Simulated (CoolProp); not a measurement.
Vapour-liquid equilibrium of toluene (1) + n-nonane (2) at 433.1 K; x and y are mole fractions of (1).

Model: multi-fluid Helmholtz-energy mixture model, Lemmon 2006 and Lemmon 2006; pair parameters Bell 2016, in CoolProp.

### Question
Give the bubble pressure and the first vapour's composition at x = 0.5, 0.65, 0.8. Is there an azeotrope?

### Answer
x = 0.5: 250.4 kPa, y = 0.714; x = 0.65: 280.1 kPa, y = 0.810; x = 0.8: 307.7 kPa, y = 0.893. No azeotrope shows between x = 0.05 and 0.95.

Pair parameters are fitted to limited data, so mixtures are less certain than the pure fluids.
